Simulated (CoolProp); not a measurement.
c-C4F8 (RC318) at several states: fugacity coefficient from the reference equation and from simpler models built on Tc = 115.2 °C, pc = 2778 kPa, ω = 0.355; each cubic takes its own stable root.

Model: reference Helmholtz-energy equation of state, Platzer 1990, in CoolProp. This equation is an older, rougher fit; its heat capacities, sound speeds and derivatives of the liquid may be far off and weren't checked against measurements.

| T (°C) | p (kPa) | phase | reference | van der Waals | Redlich-Kwong | Peng-Robinson |
|---|---|---|---|---|---|---|
| 84.75 | 1570 | liquid | 0.7292 | 0.7953 | 0.7614 | 0.7124 |
| -22.35 | 336 | liquid | 0.1439 | 0.9009 | 0.3396 | 0.1454 |
| 201.65 | 17.8 | gas | 0.9990 | 0.9988 | 0.9988 | 0.9988 |
| -4.35 | 28.6 | gas | 0.9885 | 0.9928 | 0.9903 | 0.9882 |

At some of these states van der Waals, Redlich-Kwong gives the other phase, because its saturation line lies elsewhere.
